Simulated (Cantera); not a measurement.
A Cantera script and its output.

```python
import numpy as np
import cantera as ct

gas = ct.Solution("gri30.yaml")
gas.TPX = 2173, 1000000, {'CH4': 1, 'CO2': 0.31}
inlet = ct.Reservoir(gas, clone=True)

reactor = ct.IdealGasConstPressureReactor(gas, energy="off", clone=False)
exhaust = ct.Reservoir(gas, clone=True)
tau = [29, 13, 5.6, 2.5, 1.1, 0.47, 0.21, 0.091, 0.04, 0.017, 0.0076][0]
for a, b in ((inlet, reactor), (reactor, exhaust)):
    ct.MassFlowController(a, b, mdot=lambda t: reactor.mass / tau)
net = ct.ReactorNet([reactor])
show = ['CH4', 'CO2', 'O2', 'O', 'CO', 'HCO', 'H2O2']

rows = []
print(f"{'tau/s':>10s}{'T/K':>9s}" + "".join(f"{s:>11s}" for s in show))
for tau in [29, 13, 5.6, 2.5, 1.1, 0.47, 0.21, 0.091, 0.04, 0.017, 0.0076]:
    net.initial_time = 0.0
    net.advance(30 * tau)
    before = gas.X
    net.advance(40 * tau)
    drift = np.max(np.abs(gas.X - before) / (gas.X + 1e-9))
    rows.append([gas.T, *gas[show].X, drift])
    print(f"{tau:10.3e}{gas.T:9.1f}" + "".join(f"{x:11.3e}" for x in gas[show].X))
```

Output:

```
     tau/s      T/K        CH4        CO2         O2          O         CO        HCO       H2O2
 2.900e+01   2173.0  1.026e-02  1.230e-06  4.125e-17  4.172e-12  2.395e-01  7.167e-07  1.034e-18
 1.300e+01   2173.0  1.026e-02  1.874e-06  7.285e-17  5.129e-12  2.395e-01  7.167e-07  2.101e-18
 5.600e+00   2173.0  1.027e-02  3.417e-06  1.836e-16  7.421e-12  2.395e-01  7.166e-07  6.176e-18
 2.500e+00   2173.0  1.030e-02  6.777e-06  5.961e-16  1.241e-11  2.394e-01  7.165e-07  2.247e-17
 1.100e+00   2173.0  1.035e-02  1.449e-05  2.431e-15  2.386e-11  2.394e-01  7.163e-07  9.832e-17
 4.700e-01   2173.0  1.049e-02  3.291e-05  1.180e-14  5.116e-11  2.392e-01  7.157e-07  4.955e-16
 2.100e-01   2173.0  1.077e-02  7.249e-05  5.563e-14  1.097e-10  2.389e-01  7.145e-07  2.375e-15
 9.100e-02   2173.0  1.141e-02  1.648e-04  2.823e-13  2.453e-10  2.383e-01  7.118e-07  1.215e-14
 4.000e-02   2173.0  1.271e-02  3.666e-04  1.371e-12  5.375e-10  2.368e-01  7.060e-07  5.915e-14
 1.700e-02   2173.0  1.532e-02  8.241e-04  6.705e-12  1.179e-09  2.334e-01  6.937e-07  2.896e-13
 7.600e-03   2173.0  1.962e-02  1.702e-03  2.690e-11  2.329e-09  2.272e-01  6.725e-07  1.162e-12
```

Cantera simulation using GRI-Mech 3.0 (53 species, 325 reactions); the numbers are that mechanism's predictions, not measurements. GRI-Mech 3.0 stops at C3 and has no aromatics, soot or wall deposition, so with more carbon than oxygen in the feed, carbon stays in small species such as C2H2 where larger ones or solid carbon would form.
